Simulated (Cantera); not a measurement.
Mixture: 4.82 % CH₄, 1.21 % H₂, 19.7 % O₂, 74.3 % N₂, at 5.00 bar, adiabatic and at constant volume. Ignition delay is the time to a rise of 400 K.

Computed with Cantera and GRI-Mech 3.0 (53 species, 325 reactions).

Task: At T0 = 1723 K, what is the delay, and which 6 reactions control it most (d ln τ / d ln k, from doubling and halving each rate constant)?

Result: The delay is 23.7 µs.
| reaction | d ln τ / d ln k | faster rate |
|---|---|---|
| H + O2 <=> O + OH | -0.56 | shortens it |
| CH3 + O2 <=> CH3O + O | -0.23 | shortens it |
| H2 + OH <=> H + H2O | -0.18 | shortens it |
| CH4 + OH <=> CH3 + H2O | 0.18 | lengthens it |
| CH4 + H <=> CH3 + H2 | 0.17 | lengthens it |
| CH3 + HO2 <=> CH3O + OH | -0.15 | shortens it |
